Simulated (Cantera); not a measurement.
Input: 1 mol SiH2Cl2, 0.12 mol NH3, 47 mol N2, at 22.0 mbar.

Equilibrium computed with Cantera from the NASA thermochemical tables; the gas is ideal and each condensed phase is pure. Candidate condensed phases: NH4Cl, Si, Si3N4; 28 gas species. The tables' values for SiCl, SiCl3, SiN are old estimates; treat these amounts as uncertain. Kinetics and transport are ignored.

x: gas mole fraction; n: condensed amount in mol.

```
T (K)   x N2    x HCl     x H2   x SiCl2      x Si       x H  x SiCl4  n Si3N4(s)  n Si(l)
-----  -----  -------  -------  --------  --------  --------  -------  ----------  -------
1348   0.956   0.0345  0.00703  0.000883  1.59e-11   1.31e-6        …       0.298        0
1423   0.956   0.0326  0.00793   0.00240  4.11e-10   3.99e-6        …       0.277        0
1498   0.956   0.0292  0.00962   0.00475   7.64e-9   1.14e-5        …       0.244        0
1573   0.956   0.0246   0.0118   0.00743   1.07e-7   2.98e-5        …       0.205        0
1648   0.955   0.0199   0.0141    0.0100   1.17e-6   7.14e-5        …       0.165        0
1723   0.955   0.0157   0.0162    0.0123   1.04e-5  0.000156        …       0.130        0
1798   0.955   0.0121   0.0178    0.0140   7.68e-5  0.000317        …      0.0991        0
1873   0.955  0.00998   0.0186    0.0150  0.000401  0.000594        …           0    0.223
1948   0.954   0.0102   0.0183    0.0146   0.00106   0.00103        …           0    0.191
2023   0.951   0.0104   0.0178    0.0142   0.00259   0.00171        …           0    0.107
```

**Question.** Complete the blanks.

**Answer.** 
- 1348, x SiCl4: 0.000913
- 1423, x SiCl4: 0.000496
- 1498, x SiCl4: 0.000188
- 1573, x SiCl4: 5.59e-5
- 1648, x SiCl4: 1.51e-5
- 1723, x SiCl4: 3.98e-6
- 1798, x SiCl4: 1.07e-6
- 1873, x SiCl4: 3.42e-7
- 1948, x SiCl4: 1.77e-7
- 2023, x SiCl4: 9.50e-8
